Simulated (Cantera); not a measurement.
A closed system holds: 1 mol SiHCl3, 53 mol N2, 0.17 mol H2, equilibrated at 700 Pa.

Method: chemical equilibrium by Gibbs-energy minimisation in Cantera with the NASA 1993 tables (ideal gas, pure condensed phases). Candidate condensed phases: NH4Cl, Si, Si3N4; 28 gas species. N2 is the only nitrogen source here; it is nearly inert below about 1500 K, so the nitride shown seldom forms there in practice. The tables' values for SiCl3 are old estimates; treat these amounts as uncertain. The numbers say what is thermodynamically allowed, not how fast it happens. All values below are at 975 K.

Base state: N2 0.968, HCl 0.0220, SiCl4 0.00830, H2 0.00135, SiCl3 1.19e-5 (mole fractions); condensed: Si3N4(s).

### Question
What changes in the equilibrium state with this change: H2 from 0.17 to 15 mol?

### Answer
```json
[
 {"species": "N2", "before": "0.968", "after": "0.755"},
 {"species": "H2", "before": "0.00135", "after": "0.202"},
 {"species": "HCl", "before": "0.0220", "after": "0.0432"},
 {"species": "SiCl4", "before": "0.00830", "after": "6.59e-6"},
 {"species": "SiCl3", "before": "1.19e-5", "after": "5.86e-8"},
 {"species": "Si3N4(s), mol", "before": "0.183", "after": "0.333"}
]
```
